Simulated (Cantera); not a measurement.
An isothermal, constant-pressure homogeneous reactor starts with CH₄ : H₂O : H₂ = 1 : 0.94 : 0.19 (molar parts), at 1275 K and 100000 Pa. Integrator tolerance rtol = 1e-08.

Model: GRI-Mech 3.0 (53 species, 325 reactions), integrated in Cantera.

| quantity | before | after |
|---|---|---|
| x(CH₄) at 70.0 s | 0.319 (gas-phase equilibrium 0.0157) | 0.406 (gas-phase equilibrium 0.0146) |
| x(H₂O) at 70.0 s | 0.398 (gas-phase equilibrium 0.000659) | 0.422 (gas-phase equilibrium 1.27e-5) |
| x(H₂) at 70.0 s | 0.226 (gas-phase equilibrium 0.750) | 0.150 (gas-phase equilibrium 0.751) |
| x(C₂H₂) at 70.0 s | 0.0276 (gas-phase equilibrium 2.70e-6) | 0.0193 (gas-phase equilibrium 0.000130) |
| x(H) at 70.0 s | 3.10e-7 (gas-phase equilibrium 6.42e-7) | 2.76e-7 (gas-phase equilibrium 1.76e-6) |
| x(HCO) at 70.0 s | 4.65e-12 (gas-phase equilibrium 6.93e-10) | <1e-12 (gas-phase equilibrium 2.54e-10) |

Problem. Which change was made?
A) pressure from 100000 Pa to 13300 Pa
B) temperature 1275 to 2175 K
C) CH4 1 to 3.6 parts
D) temperature 1275 to 1848 K

Solution. A, pressure from 100000 Pa to 13300 Pa
